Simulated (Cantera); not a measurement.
Charge: 1 mol Si, 1.2 mol SF6, 0.69 mol N2, 6.2 mol NF3, at 100 Torr.

Method: chemical equilibrium by Gibbs-energy minimisation in Cantera with the NASA 1993 tables (ideal gas, pure condensed phases). Candidate condensed phases: S, Si, Si3N4; 29 gas species. Rates play no part.

Problem. At 800 °C, list the 6 most abundant gas species with their mole fractions, and the condensed phases.

Solution. F2 0.317, F 0.297, N2 0.242, SF6 0.0770, SiF4 0.0642, NF3 0.00167. Condensed: gas only.
